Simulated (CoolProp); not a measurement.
Vapour-liquid equilibrium of carbonyl sulfide (1) + propane (2) at 21.1 kPa; x and y are mole fractions of (1).

Computed with CoolProp (multi-fluid Helmholtz-energy mixture model, Lemmon 2006 and Lemmon 2009; pair parameters Bell 2016).

Problem. Give the bubble temperature and the first vapour's composition at x = 0.05, 0.2, 0.65. Is there an azeotrope?

Solution. x = 0.05: 200.1 K, y = 0.086; x = 0.2: 198.6 K, y = 0.288; x = 0.65: 195.8 K, y = 0.723. No azeotrope shows between x = 0.05 and 0.95.

The pair parameters rest on a limited set of measurements; away from them the model extrapolates.
